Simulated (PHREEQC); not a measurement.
0.38 g of hydrous ferric oxide (600 m²/g; 0.2 weak and 0.005 strong sites per Fe, Dzombak-Morel constants, diffuse double layer) in 1 kg of water with 0.1 mol/kgw of an inert sodium salt and 0.21 mmol/kgw Na2SO4 and 0.0047 mmol/kgw NaH2PO4, at 25 °C; the pH is set by adding NaOH or the inert anion's acid. O2 is buffered at 0.21 atm. No CO2 enters from the air. Precipitation was switched off in this run.

Model: ion-association model, wateq4f.dat, run in PHREEQC.

| pH | S sorbed (%) | P sorbed (%) | surface charge σ (C/m²) | surface potential ψ (mV) |
|---|---|---|---|---|
| 4 | 88.0 | 100.0 | 0.188 | 119 |
| 4.38 | 84.9 | 100.0 | (withheld) | 115 |
| 4.75 | 79.4 | 100.0 | 0.154 | 109 |
| 5.12 | 70.7 | 100.0 | (withheld) | 102 |
| 5.5 | 58.1 | 100.0 | 0.111 | 93 |
| 5.88 | 42.9 | 100.0 | 0.092 | 84 |
| 6.25 | 27.8 | 100.0 | 0.074 | (withheld) |
| 6.62 | 14.8 | 100.0 | 0.058 | 63 |
| 7.38 | 1.8 | 99.9 | 0.026 | 33 |
| 7.75 | 0.5 | 99.6 | 0.012 | 16 |
| 8.12 | 0.1 | 98.5 | -0.001 | -1 |
| 8.5 | 0.0 | (withheld) | -0.015 | -20 |
| 8.88 | 0.0 | 78.3 | -0.030 | -38 |
| 9.25 | 0.0 | 48.5 | -0.047 | -54 |
| 9.62 | 0.0 | 20.4 | -0.068 | -70 |
| 10 | 0.0 | 6.6 | -0.094 | -85 |

Question: Fill in the missing entries.

Answer: 
- 4.38, surface charge σ (C/m²): 0.173
- 5.12, surface charge σ (C/m²): 0.133
- 6.25, surface potential ψ (mV): 74
- 8.5, P sorbed (%): 93.8

Complexes and solids missing from the database can't appear. H3PO4, which wateq4f.dat lacks, is added to it with the constant of phreeqc.dat.
